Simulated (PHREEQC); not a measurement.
1.1 g of hydrous ferric oxide (600 m²/g; 0.2 weak and 0.005 strong sites per Fe, Dzombak-Morel constants, diffuse double layer) in 1 kg of water with 0.005 mol/kgw of an inert sodium salt and 1.3e-05 mol/kgw SrCl2, at 25 °C; the pH is set by adding NaOH or the inert anion's acid. Oxygen alone is held at its pressure in air (log pO2 = -0.68). CO2 from the air is kept out. Nothing may precipitate in this run.

The series has 13 steps of pH, from 3 to 9.

The numbers come from PHREEQC with the ion-association model, wateq4f.dat.

Problem. Near which pH is half of the Sr sorbed, and on which side is more sorbed?

Solution. Near pH 7.8, with more sorbed at higher pH.

Species that the database lacks are ignored. The oxide is taken as insoluble; below pH 4 it would dissolve.
